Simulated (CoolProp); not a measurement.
A simple Rankine cycle with n-perfluorobutane: condensing at 321.15 K, boiler at 1.58 MPa, turbine inlet 407.7 K, turbine efficiency 0.85, pump efficiency 0.6, no recuperator. Each further row changes one setting.

The numbers come from the reference Helmholtz-energy equation of state, Gao 2022 in CoolProp.

```csv
case,thermal efficiency (%),net work (kJ/kg),heat in (kJ/kg),turbine exit temperature (K),volume ratio over the turbine
as stated,6.5,9.91,152,387.6,3.36
turbine inlet 427.7 K,6.3,10.8,173,408.2,3.24
condensing temperature 313.15 K,7.6,12.2,161,384.3,4.23
boiler pressure 1.11 MPa,4.6,7.26,157,395.2,2.21
turbine efficiency 0.75,5.7,8.60,152,389.0,3.38
```
